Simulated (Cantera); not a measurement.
Cantera run:

```python
import numpy as np
import cantera as ct

gas_names = """
    AL ALN ALO ALO2 AL2 AL2O AL2O2 N NO NO2 NO3 N2 N2O O O2 O3
""".split()
cond_names = """
    AL(cr) AL(L) ALN(s) AL2O3(a) AL2O3(L)
""".split()


# ... load() reads the species with a 1 bar reference pressure and builds the phases ...
atoms = {
    'AlN': {'AL': 1, 'N': 1},
    'O2': {'O': 2},
}
top_T = {'ALN(s)': 2750}  # K; cautious upper limits of use, not melting points


# ... equilibrate(T, P, feed) seeds the gas with the atoms and calls Mixture.equilibrate('TP', solver="vcs", rtol=1e-11, max_steps=5000) ...
results = []
feed = {'AlN': 1, 'O2': 3.7}  # mol
T = 1623  # K
P = 21000  # Pa
mix = equilibrate(T, P, feed)
results.append((T, P, feed, dict(zip(mix.species_names, mix.species_moles))))
print(gas.report(threshold=0.0001))
for i in range(1, mix.n_phases):
    print(f"{mix.phase(i).name:16s} {mix.phase_moles(i):12.5e} mol")
```

Output:

```
       temperature   1623 K
          pressure   21000 Pa
           density   0.048896 kg/m^3
  mean mol. weight   31.42 kg/kmol
   phase of matter   gas

                          1 kg             1 kmol
                     ---------------   ---------------
          enthalpy        1.4293e+06        4.4908e+07  J
   internal energy        9.9979e+05        3.1414e+07  J
           entropy            8755.9        2.7511e+05  J/K
    Gibbs function       -1.2781e+07        -4.016e+08  J
 heat capacity c_p            1165.2             36611  J/K
 heat capacity c_v            900.59             28297  J/K

                      mass frac. Y      mole frac. X     chem. pot. / RT
                     ---------------   ---------------   ---------------
                NO         0.0017567         0.0018395           -29.759
                N2           0.12839             0.144           -29.756
                O2           0.86982           0.85411           -29.761
     [  +13 minor]        2.9038e-05         4.485e-05

AL(L)             0.00000e+00 mol
ALN(s)            0.00000e+00 mol
AL2O3(a)          5.00000e-01 mol
```

Cantera equilibrium calculation (NASA polynomials, part measured and part estimated; ideal gas, pure solids and liquids).
